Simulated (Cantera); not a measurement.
A jet of 1.50 % H2, 7.17 % O2, 91.3 % N2 at 300 K and 29000 Pa hits a platinum plate 3.2 cm away at a mass flux of 0.025 kg/m²/s; the plate temperature is set and raised in steps from an oxygen-covered start.

Detailed kinetics in Cantera: Deutschmann's 1995 Pt surface mechanism with GRI-Mech 3.0 gas chemistry. Catalytic surfaces can have several steady states; this one follows from the mechanism file's or the stated starting coverage.

One state of this run: wall x H2 = 0.000163; wall x O2 = 0.0563; wall x H2O = 0.0274; wall x OH = 2.17e-8; θ free Pt = 0.175; θ O* = 0.823; θ OH* = 0.00225. x: mole fraction at the wall; θ: surface coverage.

Task: Which value of plate T (K) does it belong to?
(A) 950
(B) 900
(C) 800
(D) 700

Result: B, 900
